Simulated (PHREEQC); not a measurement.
Consider water at 20 °C with 6.4 mmol/kgw Cd(NO3)2, 0.033 mmol/kgw NaBF4, 1.4 mmol/kgw NaHCO3 and 11 mmol/kgw HCl. Closed to the air; pH follows from the charge balance.

The numbers come from PHREEQC with the ion-association model, phreeqc.dat.

```json
{
 "pH": "2.07",
 "ionic_strength": "0.0260 mol/kgw",
 "total_alkalinity": "-9.70 meq/kg"
}
```

```csv
species,molality,activity,log γ
NO3-,0.0127,0.0108,-0.070
H+,0.00958,0.00843,-0.055
Cl-,0.00894,0.00764,-0.068
Cd+2,0.00431,0.00234,-0.265
CdCl+,0.00196,0.00168,-0.066
Na+,0.00143,0.00123,-0.065
CO2,0.00140,0.00141,0.003
HF,0.000120,0.000120,0.003
CdNO3+,8.59e-5,7.38e-5,-0.066
CdCl2,5.22e-5,5.25e-5,0.003
H3BO3,3.30e-5,3.32e-5,0.003
F-,1.22e-5,1.04e-5,-0.069
CdF+,3.56e-7,3.06e-7,-0.066
```

No solid was allowed to form. Real BF4- forms and hydrolyses slowly; the run takes it at equilibrium.
